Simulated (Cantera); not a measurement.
An isothermal, constant-pressure homogeneous reactor starts with 19.3 % H2, 17.5 % O2, 63.2 % N2, equivalence ratio 0.55, at 1000 K and 100000 Pa.

Detailed kinetics in Cantera: GRI-Mech 3.0 (53 species, 325 reactions). The temperature is held fixed by assumption; the heat of reaction is taken as removed at once.

One state of this run: x H2 = 0.0421; x O2 = 0.106; x H = 1.84e-6; x N2O = 1.49e-8; x O = 8.66e-7. x: mole fraction; the columns are a selection and need not sum to one.

### Question
Which value of t (s) does it belong to?
A) 1.19
B) 0.000754
C) 0.00189
D) 0.0300

### Answer
D, 0.0300
